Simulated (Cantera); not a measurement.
What does this Cantera script print?

```python
import numpy as np
import cantera as ct

gas = ct.Solution("h2o2.yaml")
gas.TPX = 1675, 210000, {'H2': 1, 'O2': 0.595, 'N2': 2.24}
reactor = ct.IdealGasConstPressureReactor(gas, energy="on", clone=False)
net = ct.ReactorNet([reactor])
net.rtol, net.atol = 1e-08, 1e-16
show = ['H2', 'O2', 'H2O', 'OH', 'HO2', 'H', 'O']
times = np.geomspace(5e-06, 1, 11)

steps = ct.SolutionArray(gas, extra=["t"])
rows = []
print(f"{'t/s':>10s}{'T/K':>9s}{'P/Pa':>11s}" + "".join(f"{s:>11s}" for s in show))
for t in times:
    while net.time < t:
        t_next = net.step()
        steps.append(gas.state, t=t_next)
    rows.append([np.interp(t, steps.t, y) for y in (steps.T, steps.P, *steps(*show).X.T)])
    print(f"{t:10.3e}{rows[-1][0]:9.1f}{rows[-1][1]:11.4g}" + "".join(f"{x:11.3e}" for x in rows[-1][2:]))
rate = np.gradient(steps.T, steps.t)
print("integrator steps:", len(steps.t))
if steps.T.max() > steps.T[0] + 200:
    print(f"time of steepest temperature rise: {steps.t[rate.argmax()]:.4e} s")
gas.TPX = 1675, 210000, {'H2': 1, 'O2': 0.595, 'N2': 2.24}
gas.equilibrate("HP")
print(f"equilibrium (HP): T = {gas.T:.1f} K  " + "  ".join(f"{s} {gas[s].X[0]:.3e}" for s in show))
```

Result:

```
       t/s      T/K       P/Pa         H2         O2        H2O         OH        HO2          H          O
 5.000e-06   1987.9    2.1e+05  5.012e-02  4.793e-02  1.601e-01  2.681e-02  3.615e-05  8.501e-02  3.388e-02
 1.695e-05   2593.9    2.1e+05  4.351e-02  3.780e-02  1.993e-01  3.758e-02  1.390e-05  3.572e-02  2.006e-02
 5.743e-05   2914.5    2.1e+05  3.206e-02  3.259e-02  2.286e-01  3.620e-02  1.623e-05  1.639e-02  1.146e-02
 1.947e-04   2930.2    2.1e+05  3.132e-02  3.232e-02  2.302e-01  3.596e-02  1.668e-05  1.560e-02  1.106e-02
 6.598e-04   2930.2    2.1e+05  3.132e-02  3.232e-02  2.302e-01  3.596e-02  1.668e-05  1.560e-02  1.106e-02
 2.236e-03   2930.2    2.1e+05  3.132e-02  3.232e-02  2.302e-01  3.596e-02  1.668e-05  1.560e-02  1.106e-02
 7.579e-03   2930.2    2.1e+05  3.132e-02  3.232e-02  2.302e-01  3.596e-02  1.668e-05  1.560e-02  1.106e-02
 2.569e-02   2930.2    2.1e+05  3.132e-02  3.232e-02  2.302e-01  3.596e-02  1.668e-05  1.560e-02  1.106e-02
 8.706e-02   2930.2    2.1e+05  3.132e-02  3.232e-02  2.302e-01  3.596e-02  1.668e-05  1.560e-02  1.106e-02
 2.951e-01   2930.2    2.1e+05  3.132e-02  3.232e-02  2.302e-01  3.596e-02  1.668e-05  1.560e-02  1.106e-02
 1.000e+00   2930.2    2.1e+05  3.132e-02  3.232e-02  2.302e-01  3.596e-02  1.668e-05  1.560e-02  1.106e-02
integrator steps: 1081
time of steepest temperature rise: 3.8467e-06 s
equilibrium (HP): T = 2930.2 K  H2 3.132e-02  O2 3.232e-02  H2O 2.302e-01  OH 3.596e-02  HO2 1.668e-05  H 1.560e-02  O 1.106e-02
```

Computed with Cantera and the H2/O2 subset of GRI-Mech 3.0, which has no nitrogen chemistry. The hydrogen kinetics of GRI-Mech 3.0 are dated; newer H2 mechanisms differ, most at raised pressure.
